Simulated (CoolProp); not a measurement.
A Linde-Hampson liquefier for ethane: isothermal reversible compression at 320 K from 1 atm to 30 MPa, throttling to 1 atm, return gas leaving the recuperator 10 K below the feed. Each further row changes one setting.

Computed with CoolProp (reference Helmholtz-energy equation of state, Bücker 2006).

```tsv
case	liquid yield per pass	compression work (kJ/kg of gas)
as stated	(withheld)	390
high pressure 60 MPa	(withheld)	457
warm-end temperature 350 K	(withheld)	457
warm-end gap 15 K	(withheld)	390
```

What belongs in the gaps?


- as stated, liquid yield per pass: 0.453
- high pressure 60 MPa, liquid yield per pass: 0.424
- warm-end temperature 350 K, liquid yield per pass: 0.377
- warm-end gap 15 K, liquid yield per pass: 0.446
